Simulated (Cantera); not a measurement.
Source: NASA polynomial tables (part measured, part estimated), evaluated in Cantera. Values are per mole of reaction as written; species without (g) are pure solids or liquids, kept so even where they would boil at 1 bar.

Problem. Between 1600 and 2200 K, where is each reaction favourable under standard conditions?
- C + O2(g) = CO2(g)
- 1.333 B + O2(g) = 0.6667 B2O3(g)
- 4 Al + O2(g) = 2 Al2O(g)

Solution. 
- C + O2(g) = CO2(g): ΔG° is -396 kJ at 1600 K and -396 kJ at 2200 K; it stays negative (K > 1). ΔH° is -397 kJ and ΔS° -1 J/K at 2200 K.
- 1.333 B + O2(g) = 0.6667 B2O3(g): ΔG° is -516 kJ at 1600 K and -498 kJ at 2200 K; it stays negative (K > 1). ΔH° is -567 kJ and ΔS° -31 J/K at 2200 K.
- 4 Al + O2(g) = 2 Al2O(g): ΔG° is -517 kJ at 1600 K and -565 kJ at 2200 K; it stays negative (K > 1). ΔH° is -404 kJ and ΔS° 73 J/K at 2200 K.
